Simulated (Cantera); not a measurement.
A Cantera script and what it prints.

```python
import numpy as np
import cantera as ct

gas_names = """
    F F2 H HF H2 H2F2 H3F3 H4F4 H5F5 H6F6 H7F7 Si SiF SiF2 SiF3 SiF4 SiH SiHF3 SiH2 SiH2F2 SiH3 SiH3F
    SiH4 Si2 Si3
""".split()
cond_names = """
    Si(cr) Si(L)
""".split()


# ... load() reads the species with a 1 bar reference pressure and builds the phases ...
atoms = {
    'Si': {'Si': 1},
    'HF': {'H': 1, 'F': 1},
    'H2': {'H': 2},
}
top_T = {}  # K; cautious upper limits of use, not melting points


# ... equilibrate(T, P, feed) seeds the gas with the atoms and calls Mixture.equilibrate('TP', solver="vcs", rtol=1e-11, max_steps=5000) ...
results = []
T = 1225  # K
P = 1333.22  # Pa
for m in [1.9, 2.7, 4, 5.8, 8.4, 12, 18]:
    feed = {'Si': 1, 'HF': m, 'H2': 11}  # mol
    mix = equilibrate(T, P, feed)
    results.append((T, P, feed, dict(zip(mix.species_names, mix.species_moles))))
    x = sorted(zip(gas.X, gas.species_names), reverse=True)
    print(f"T = {T:g} K  P = {P:g} Pa  n(HF) = {m:g} mol  gas = {mix.phase_moles(0):.4g} mol")
    print("   x: " + "  ".join(f"{s} {v:.3e}" for v, s in x if v > 0.0001))
    print("   condensed (mol): " + ("  ".join(f"{mix.phase(i).name} {mix.phase_moles(i):.4g}"
          for i in range(1, mix.n_phases) if mix.phase_moles(i) > 1e-12) or "none"))
```

Output:

```
T = 1225 K  P = 1333.22 Pa  n(HF) = 1.9 mol  gas = 12.42 mol
   x: H2 9.599e-01  SiF4 3.397e-02  SiHF3 3.095e-03  SiF3 2.244e-03  HF 4.568e-04  SiF2 1.522e-04  SiH2F2 1.374e-04
   condensed (mol): Si(cr) 0.508
T = 1225 K  P = 1333.22 Pa  n(HF) = 2.7 mol  gas = 13.02 mol
   x: H2 9.459e-01  SiF4 4.649e-02  SiHF3 3.887e-03  SiF3 2.840e-03  HF 4.904e-04  SiF2 1.781e-04  SiH2F2 1.584e-04
   condensed (mol): Si(cr) 0.3025
T = 1225 K  P = 1333.22 Pa  n(HF) = 4 mol  gas = 14.01 mol
   x: H2 9.264e-01  SiF4 6.920e-02  HF 2.222e-03  SiHF3 1.251e-03  SiF3 9.234e-04
   condensed (mol): none
T = 1225 K  P = 1333.22 Pa  n(HF) = 5.8 mol  gas = 15.8 mol
   x: H2 8.227e-01  HF 1.140e-01  SiF4 6.326e-02
   condensed (mol): none
T = 1225 K  P = 1333.22 Pa  n(HF) = 8.4 mol  gas = 18.4 mol
   x: H2 7.065e-01  HF 2.391e-01  SiF4 5.433e-02
   condensed (mol): none
T = 1225 K  P = 1333.22 Pa  n(HF) = 12 mol  gas = 22 mol
   x: H2 5.909e-01  HF 3.636e-01  SiF4 4.545e-02
   condensed (mol): none
T = 1225 K  P = 1333.22 Pa  n(HF) = 18 mol  gas = 28 mol
   x: HF 5.000e-01  H2 4.643e-01  SiF4 3.571e-02
   condensed (mol): none
```

These are equilibrium values from Cantera (NASA tables, ideal gas, pure condensed phases), not measurements of a reactor. The tables' values for SiF3, SiF2 are old estimates; treat these amounts as uncertain.
